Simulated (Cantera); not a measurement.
A perfectly stirred reactor is fed with H2 : O2 = 0.094 : 1 (molar parts), at 740 Pa; it is held at 1100 K, and followed from long to short residence time.

Detailed kinetics in Cantera: the H2/O2 subset of GRI-Mech 3.0, which has no nitrogen chemistry. Radical loss at walls, strong at low pressure, is not modelled. The temperature is held fixed by assumption; the heat of reaction is taken as removed at once.

```tsv
quantity	before	after
x(H2) at τ = 1.40 s	0.000440	0.000754
x(O2) at τ = 1.40 s	0.906	0.899
x(H2O) at τ = 1.40 s	0.0882	0.0862
x(OH) at τ = 1.40 s	0.00122	0.00190
x(H) at τ = 1.40 s	0.000619	0.00236
x(H2) at τ = 68.0 ms	0.00252	0.00373
x(O2) at τ = 68.0 ms	0.886	0.871
x(H2O) at τ = 68.0 ms	0.0799	0.0727
x(OH) at τ = 68.0 ms	0.00308	0.00390
x(H) at τ = 68.0 ms	0.00831	0.0171
```

Problem. Name the change that produced these shifts.
A. pressure from 740 Pa to 1330 Pa
B. O2 1 to 1.3 parts
C. pressure from 740 Pa to 360 Pa
D. temperature 1100 to 900 K

Solution. C, pressure from 740 Pa to 360 Pa
